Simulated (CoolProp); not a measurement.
Properties of C3F8 (R218) along the isotherm 166.85 °C (Tc = 71.9 °C, pc = 26.40 bar, ω = 0.317).

Computed with CoolProp (reference Helmholtz-energy equation of state, Lemmon 2006). It is a short technical equation, of lower accuracy than the large ones.

| p (bar) | phase | density (kg/m³) | cp (kJ/(kg K)) | cv (kJ/(kg K)) | viscosity (µPa s) |
|---|---|---|---|---|---|
| 1.32 | gas | 6.830 | 0.9744 | 0.9284 | 18.1 |
| 2.64 | gas | 13.75 | 0.9769 | 0.9290 | 18.2 |
| 3.96 | gas | 20.77 | 0.9795 | 0.9297 | 18.2 |
| 5.28 | gas | 27.89 | 0.9823 | ___ | 18.3 |
| 6.6 | gas | 35.11 | 0.9851 | ___ | 18.4 |
| 7.92 | gas | 42.43 | 0.9881 | 0.9317 | 18.4 |
| 9.24 | gas | ___ | 0.9912 | ___ | 18.5 |
| 10.6 | gas | 57.63 | 0.9945 | 0.9332 | 18.6 |
| 11.9 | gas | 65.17 | 0.9979 | 0.9339 | 18.7 |
| 13.2 | gas | 72.83 | 1.001 | 0.9347 | ___ |

Question: What belongs in the gaps?

Answer: 
- 5.28, cv (kJ/(kg K)): 0.9304
- 6.6, cv (kJ/(kg K)): 0.9310
- 9.24, density (kg/m³): 49.86
- 9.24, cv (kJ/(kg K)): 0.9325
- 13.2, viscosity (µPa s): 18.8

Viscosity comes from a separate model (Huber 2003), an estimate that may be off by 10 % or more.
